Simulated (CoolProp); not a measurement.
A closed Brayton cycle with carbon dioxide: compressor inlet 309.15 K and 8.7 MPa, high pressure 23.8 MPa, turbine inlet 645 K, compressor efficiency 0.85, turbine efficiency 0.9, recuperator effectiveness 0.95 (on enthalpy, no pinch check). Each further row changes one setting.

Model: reference Helmholtz-energy equation of state, Span 1996, in CoolProp.

```json
[
 {"case": "as stated", "thermal efficiency (%)": "30.0", "net work (kJ/kg)": "71.6", "compressor to turbine work": "0.27", "compressor exit (K)": "342.5", "turbine exit (K)": "539.7"},
 {"case": "turbine inlet 595 K", "thermal efficiency (%)": "27.2", "net work (kJ/kg)": "61.4", "compressor to turbine work": "0.30", "compressor exit (K)": "342.5", "turbine exit (K)": "493.7"},
 {"case": "compressor inlet 319.15 K", "thermal efficiency (%)": "27.2", "net work (kJ/kg)": "53.5", "compressor to turbine work": "[?]", "compressor exit (K)": "[?]", "turbine exit (K)": "539.7"},
 {"case": "high pressure 20.2 MPa", "thermal efficiency (%)": "[?]", "net work (kJ/kg)": "63.2", "compressor to turbine work": "0.24", "compressor exit (K)": "336.4", "turbine exit (K)": "[?]"},
 {"case": "recuperator effectiveness 0.5", "thermal efficiency (%)": "[?]", "net work (kJ/kg)": "71.6", "compressor to turbine work": "0.27", "compressor exit (K)": "342.5", "turbine exit (K)": "539.7"}
]
```

Some entries are withheld; supply them.


- compressor inlet 319.15 K, compressor to turbine work: 0.45
- compressor inlet 319.15 K, compressor exit (K): 392.7
- high pressure 20.2 MPa, thermal efficiency (%): 28.7
- high pressure 20.2 MPa, turbine exit (K): 556.6
- recuperator effectiveness 0.5, thermal efficiency (%): 20.5
